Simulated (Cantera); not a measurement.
Feed: 1 mol SiHCl3, 0.66 mol HCl, 65 mol H2, at 977 °C and 0.133 bar.

Method: chemical equilibrium by Gibbs-energy minimisation in Cantera with the NASA 1993 tables (ideal gas, pure condensed phases). Candidate condensed phases: Si; 19 gas species. The tables' values for SiCl3 are old estimates; treat these amounts as uncertain. The numbers say what is thermodynamically allowed, not how fast it happens.

Question: What is the equilibrium state?

Answer: 
```
Property        Value
----------  ---------
x(H2)           0.957
x(HCl)         0.0358
x(SiCl2)      0.00338
x(SiCl4)      0.00131
x(SiHCl3)     0.00125
x(SiCl3)     0.000787
x(SiH2Cl2)   0.000161
x(SiH3Cl)     5.79e-6
x(H)          1.30e-6
n(Si(s))    0.535 mol
gas amount  67.45 mol
```
